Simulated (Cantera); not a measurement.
Input: 1 mol SiO2, 0.021 mol Si, a varied amount of N2, equilibrated at 1923.15 K and 0.133 bar.

Method: chemical equilibrium by Gibbs-energy minimisation in Cantera with the NASA 1993 tables (ideal gas, pure condensed phases). Candidate condensed phases: Si, SiO2, Si2N2O, Si3N4; 16 gas species. Mutual solubility and eutectic melting of coexisting phases are not modelled. The tables hold silica as quartz up to 1696 K and as liquid above; real silica turns to tridymite and cristobalite and melts near 1996 K. Kinetics and transport are ignored.

x: gas mole fraction; n: condensed amount in mol.

| n(N2) (mol) | x N2 | x SiO | x Si | x SiO2 | x SiN | x Si2N | x NO | n SiO2(condensed) | n Si2N2O(s) |
|---|---|---|---|---|---|---|---|---|---|
| 0.051 | 0.775 | 0.225 | 4.75e-6 | 4.82e-7 | 4.81e-7 | 2.53e-8 | 3.94e-9 | 0.989 | 0.0100 |
| 0.081 | 0.775 | 0.225 | 4.75e-6 | 4.82e-7 | 4.81e-7 | 2.53e-8 | 3.94e-9 | 0.986 | 0.00680 |
| 0.11 | 0.775 | 0.225 | 4.75e-6 | 4.82e-7 | 4.81e-7 | 2.53e-8 | 3.94e-9 | 0.983 | 0.00368 |
| 0.14 | 0.775 | 0.225 | 4.75e-6 | 4.82e-7 | 4.81e-7 | 2.53e-8 | 3.94e-9 | 0.979 | 0.000458 |
| 0.17 | 0.802 | (withheld) | (withheld) | 4.82e-7 | 3.78e-7 | (withheld) | (withheld) | 0.979 | 0 |
| 0.2 | 0.826 | 0.174 | 2.81e-6 | 4.82e-7 | 2.94e-7 | 9.18e-9 | 5.29e-9 | 0.979 | 0 |
| 0.23 | 0.846 | (withheld) | (withheld) | 4.82e-7 | 2.36e-7 | (withheld) | (withheld) | 0.979 | 0 |
| 0.26 | 0.861 | 0.139 | 1.81e-6 | 4.82e-7 | 1.93e-7 | 3.86e-9 | 6.74e-9 | 0.979 | 0 |
| 0.29 | 0.873 | 0.127 | 1.50e-6 | 4.82e-7 | 1.61e-7 | 2.67e-9 | 7.46e-9 | 0.979 | 0 |

**Question.** Fill in the missing entries.

**Answer.** 
- 0.23, x SiO: 0.154
- 0.23, x Si: 2.23e-6
- 0.23, x Si2N: 5.82e-9
- 0.23, x NO: 6.01e-9
- 0.17, x SiO: 0.198
- 0.17, x Si: 3.67e-6
- 0.17, x Si2N: 1.54e-8
- 0.17, x NO: 4.56e-9
